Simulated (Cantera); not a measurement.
**Adiabatic ignition**

An adiabatic, constant-volume homogeneous reactor starts with CH₄ : CO : O₂ : N₂ = 1 : 0.086 : 1.86 : 6.98 (molar parts), at 1750 K and 4580 Torr.

Cantera simulation using GRI-Mech 3.0 (53 species, 325 reactions); the numbers are that mechanism's predictions, not measurements. Above 3000 K some thermodynamic fits are extrapolated.

| t (s) | T (K) | P (bar) | x CH₄ | x CO | x O₂ | x HO₂ | x CH₂O | x HCO |
|---|---|---|---|---|---|---|---|---|
| 2.00e-6 | 1750 | 6.10 | 0.101 | 0.00866 | 0.187 | 9.81e-6 | 7.62e-6 | 7.70e-10 |
| 5.52e-6 | 1750 | 6.10 | 0.100 | 0.00866 | 0.187 | 1.94e-5 | 7.74e-5 | 1.29e-8 |
| 1.53e-5 | 1756 | 6.12 | 0.0978 | 0.00884 | 0.186 | 5.50e-5 | 0.000821 | 3.87e-7 |
| 4.21e-5 | 3185 | 11.8 | <1e-12 | 0.0603 | 0.0168 | 1.94e-5 | 7.60e-9 | 5.82e-7 |
| 0.000116 | 3166 | 11.7 | <1e-12 | 0.0612 | 0.0139 | 1.63e-5 | 7.97e-9 | 5.79e-7 |
| 0.000321 | 3165 | 11.7 | <1e-12 | 0.0612 | 0.0138 | 1.62e-5 | 7.99e-9 | 5.79e-7 |
| 0.000887 | 3165 | 11.7 | <1e-12 | 0.0612 | 0.0138 | 1.62e-5 | 7.99e-9 | 5.79e-7 |
| 0.00245 | 3165 | 11.7 | <1e-12 | 0.0612 | 0.0138 | 1.62e-5 | 7.99e-9 | 5.79e-7 |
| 0.00676 | 3165 | 11.7 | <1e-12 | 0.0612 | 0.0138 | 1.62e-5 | 7.99e-9 | 5.79e-7 |
| 0.0187 | 3165 | 11.7 | <1e-12 | 0.0612 | 0.0138 | 1.62e-5 | 7.99e-9 | 5.79e-7 |
| 0.0516 | 3165 | 11.7 | <1e-12 | 0.0612 | 0.0138 | 1.62e-5 | 7.99e-9 | 5.79e-7 |
| 0.142 | 3165 | 11.7 | <1e-12 | 0.0612 | 0.0138 | 1.62e-5 | 7.99e-9 | 5.79e-7 |
| 0.393 | 3165 | 11.7 | <1e-12 | 0.0612 | 0.0138 | 1.62e-5 | 7.99e-9 | 5.79e-7 |
| 1.09 | 3165 | 11.7 | <1e-12 | 0.0612 | 0.0138 | 1.62e-5 | 7.99e-9 | 5.79e-7 |
| 3.00 | 3165 | 11.7 | <1e-12 | 0.0612 | 0.0138 | 1.62e-5 | 7.99e-9 | 5.79e-7 |
x: mole fraction; the columns are a selection and need not sum to one.

```
Quantity                                                          Result
---------------------------------  -------------------------------------
time of steepest temperature rise                                32.8 µs
temperature at 3.00 s                                             3165 K
equilibrium temperature                                           3165 K
x(CH₄) at 3.00 s                   <1e-12 (gas-phase equilibrium <1e-12)
x(CO) at 3.00 s                    0.0612 (gas-phase equilibrium 0.0612)
x(O₂) at 3.00 s                    0.0138 (gas-phase equilibrium 0.0138)
```
